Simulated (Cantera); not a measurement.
Feed: 1 mol PbO, 0.3 mol CO, 0.16 mol H2, equilibrated at 24.0 Pa.

Cantera equilibrium calculation (NASA polynomials, part measured and part estimated; ideal gas, pure solids and liquids). Candidate condensed phases: C, C6H6, C7H8, C8H18, H2O, Pb, PbO, PbO2, Pb3O4; 113 gas species. Mutual solubility and eutectic melting of coexisting phases are not modelled. Equilibrium is a limit: real reactors are often held back by kinetics, nucleation or transport.

log p: log10 of the partial pressure in bar; n: condensed amount in mol.

```csv
T (°C),log p CO2,log p Pb,log p PbO,log p H2O,log p O2,log p OH,log p CO,n Pb(l),n PbO(red),n PbO(yellow),n PbO(l)
450,-3.81,-8.51,-12.11,-4.08,<-15,<-15,-9.07,0.460,0.540,0,0
525,-3.81,-7.24,-10.20,-4.08,<-15,-15.02,-8.64,0.460,0,0.540,0
600,-3.81,___,___,-4.08,<-15,___,___,0.459,0,0.540,0
675,-3.81,-5.32,-7.31,-4.09,-13.70,-12.21,-7.99,0.451,0,0.540,0
750,-3.86,-4.57,-6.19,-4.13,-11.94,-11.13,-7.77,0.402,0,0.539,0
825,-4.12,-3.93,-5.23,-4.39,-10.43,-10.31,-7.80,0.00194,0,0.517,0
900,-4.18,-4.00,-4.41,-4.46,-7.89,-9.22,-8.28,0,0,0,0.364
975,-4.31,-4.12,-4.06,-4.58,___,___,___,0,0,0,0
1050,-4.31,-4.10,-4.07,-4.58,-5.73,-7.92,-8.06,0,0,0,0
1125,-4.32,-4.08,-4.11,-4.59,-5.32,-7.48,-7.68,0,0,0,0
1200,-4.32,-4.04,-4.17,-4.60,-5.04,-7.10,-7.29,0,0,0,0
1275,-4.33,-4.00,-4.26,-4.61,-4.85,-6.78,-6.92,0,0,0,0
1350,-4.35,-3.97,-4.36,-4.62,-4.72,-6.50,-6.56,0,0,0,0
```

Task: Some entries are withheld; supply them.

Result: 
- 975, log p O2: -6.27
- 975, log p OH: -8.44
- 975, log p CO: -8.46
- 600, log p Pb: -6.20
- 600, log p PbO: -8.63
- 600, log p OH: -13.49
- 600, log p CO: -8.28
